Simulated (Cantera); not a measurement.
What does this Cantera script print?

```python
import numpy as np
import cantera as ct

gas_names = [...]  # 151 gases of nasa_gas.yaml made of C, H, N, O, Si
cond_names = """
    C(gr) C6H6(L) C7H8(L) C8H18(L),n-octa H2O(s) H2O(L) Si(cr) Si(L) SiC(b) SiO2(Lqz) SiO2(hqz) SiO2(L)
    Si2N2O(s) Si3N4(a)
""".split()


# ... load() reads the species with a 1 bar reference pressure and builds the phases ...
atoms = {
    'Si3N4': {'Si': 3, 'N': 4},
    'CO2': {'C': 1, 'O': 2},
    'H2': {'H': 2},
}
top_T = {'C(gr)': 4500, 'SiC(b)': 3050, 'Si2N2O(s)': 2100, 'Si3N4(a)': 2400}  # K; cautious upper limits of use, not melting points


# ... equilibrate(T, P, feed) seeds the gas with the atoms and calls Mixture.equilibrate('TP', solver="vcs", rtol=1e-11, max_steps=5000) ...
results = []
feed = {'Si3N4': 1, 'CO2': 0.65, 'H2': 250}  # mol
P = 310000  # Pa
for T in [900, 1000, 1100, 1200, 1300, 1400, 1500, 1600, 1700, 1800, 1900, 2000, 2100, 2200]:
    mix = equilibrate(T, P, feed)
    results.append((T, P, feed, dict(zip(mix.species_names, mix.species_moles))))
    x = sorted(zip(gas.X, gas.species_names), reverse=True)
    print(f"T = {T:g} K  P = {P:g} Pa  gas = {mix.phase_moles(0):.4g} mol")
    print("   x: " + "  ".join(f"{s} {v:.3e}" for v, s in x if v > 0.0001))
    print("   condensed (mol): " + ("  ".join(f"{mix.phase(i).name} {mix.phase_moles(i):.4g}"
          for i in range(1, mix.n_phases) if mix.phase_moles(i) > 1e-12) or "none"))
```

Result:

```
T = 900 K  P = 310000 Pa  gas = 249.7 mol
   x: H2 9.956e-01  CH4 2.603e-03  N2 1.659e-03  NH3 1.519e-04
   condensed (mol): Si2N2O(s) 1.3  Si3N4(a) 0.1333
T = 1000 K  P = 310000 Pa  gas = 249.8 mol
   x: H2 9.956e-01  CH4 2.602e-03  N2 1.698e-03
   condensed (mol): Si2N2O(s) 1.3  Si3N4(a) 0.1333
T = 1100 K  P = 310000 Pa  gas = 249.8 mol
   x: H2 9.956e-01  CH4 2.602e-03  N2 1.715e-03
   condensed (mol): Si2N2O(s) 1.3  Si3N4(a) 0.1333
T = 1200 K  P = 310000 Pa  gas = 249.8 mol
   x: H2 9.957e-01  CH4 2.602e-03  N2 1.723e-03
   condensed (mol): Si2N2O(s) 1.3  Si3N4(a) 0.1333
T = 1300 K  P = 310000 Pa  gas = 249.8 mol
   x: H2 9.957e-01  CH4 2.601e-03  N2 1.726e-03
   condensed (mol): Si2N2O(s) 1.3  Si3N4(a) 0.1333
T = 1400 K  P = 310000 Pa  gas = 249.8 mol
   x: H2 9.957e-01  CH4 2.597e-03  N2 1.727e-03
   condensed (mol): Si2N2O(s) 1.3  Si3N4(a) 0.1334
T = 1500 K  P = 310000 Pa  gas = 250.2 mol
   x: H2 9.960e-01  N2 2.345e-03  CH4 1.650e-03
   condensed (mol): SiC(b) 0.2338  Si2N2O(s) 1.3  Si3N4(a) 0.0556
T = 1600 K  P = 310000 Pa  gas = 250.5 mol
   x: H2 9.962e-01  N2 2.801e-03  CH4 9.171e-04
   condensed (mol): SiC(b) 0.4098  Si2N2O(s) 1.295
T = 1700 K  P = 310000 Pa  gas = 250.7 mol
   x: H2 9.963e-01  N2 2.961e-03  CH4 4.723e-04  CO 1.530e-04
   condensed (mol): SiC(b) 0.485  Si2N2O(s) 1.253
T = 1800 K  P = 310000 Pa  gas = 250.9 mol
   x: H2 9.959e-01  N2 3.221e-03  SiO 2.517e-04  H 2.029e-04  CO 1.912e-04  CH4 1.537e-04
   condensed (mol): SiC(b) 0.557  Si2N2O(s) 1.188
T = 1900 K  P = 310000 Pa  gas = 251.6 mol
   x: H2 9.933e-01  N2 4.443e-03  SiO 1.406e-03  H 4.492e-04  CO 2.659e-04
   condensed (mol): Si(L) 0.3109  SiC(b) 0.5603  Si2N2O(s) 0.8784
T = 2000 K  P = 310000 Pa  gas = 253.4 mol
   x: H2 9.858e-01  N2 7.852e-03  SiO 3.872e-03  CO 1.250e-03  H 9.170e-04  SiH2 1.047e-04
   condensed (mol): Si(L) 1.688  SiC(b) 0.2948
T = 2100 K  P = 310000 Pa  gas = 253.5 mol
   x: H2 9.848e-01  N2 7.807e-03  SiO 3.362e-03  CO 1.760e-03  H 1.756e-03  SiH2 1.797e-04  HCN 1.466e-04
   condensed (mol): Si(L) 1.939  SiC(b) 0.1389
T = 2200 K  P = 310000 Pa  gas = 253.7 mol
   x: H2 9.831e-01  N2 7.741e-03  H 3.172e-03  SiO 2.964e-03  CO 2.156e-03  SiH2 2.931e-04  HCN 2.525e-04  Si 1.189e-04
   condensed (mol): Si(L) 2.112
```

Equilibrium computed with Cantera from the NASA thermochemical tables; the gas is ideal and each condensed phase is pure. Mutual solubility and eutectic melting of coexisting phases are not modelled. Gases not in the tables: Si2H6 and higher silanes.
